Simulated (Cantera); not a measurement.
An isothermal plug-flow reactor at 798 K and 4.34 atm (inlet), inlet velocity 0.093 m/s, active area per volume 110 1/m; feed CO : O₂ : N₂ : H₂O = 0.002 : 0.13 : 0.79 : 0.019 (molar parts).

Computed with Cantera and Deutschmann's 1995 Pt surface mechanism with GRI-Mech 3.0 gas chemistry. Catalytic surfaces can have several steady states; this one follows from the mechanism file's or the stated starting coverage. Mass transfer to the wall is taken as infinitely fast.

```
quantity                before    after
---------------------  -------  -------
x(CO) at z = 0.045 m   2.22e-5  0.00213
x(O₂) at z = 0.045 m     0.137    0.138
x(H₂O) at z = 0.045 m   0.0202   0.0202
x(CO₂) at z = 0.045 m  0.00211  2.48e-7
θ(O*) at the exit        0.980    0.998
θ(OH*) at the exit     0.00402  0.00199
```

Problem. Name the change that produced these shifts.
(A) temperature 798 to 550 K
(B) temperature 798 to 973 K
(C) temperature 798 to 573 K
(D) pressure from 4.34 atm to 10.9 atm

Solution. A, temperature 798 to 550 K
